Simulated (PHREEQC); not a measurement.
A made-up water analysis in mg/kgw, 25 °C, pH 4.17, pe 11.9: Na 101; K 1.94; Ca 90.9; Mg 12.9; Cl 107; S(6) as SO4 406; Sr 0.172.

Cl is adjusted to close the charge balance.
Valence states are taken as typed.

The numbers come from PHREEQC with the ion-association model, wateq4f.dat.

Problem. The ionic strength comes out as 0.0146 mol/kgw. What activity coefficients do Na+, SO4-2, Ca+2, Cl-, Sr+2 get?

Solution. Na+ 0.89, SO4-2 0.62, Ca+2 0.63, Cl- 0.88, Sr+2 0.63.

This is a speciation only: nothing precipitates in the calculation. Complexes and solids missing from the database can't appear.
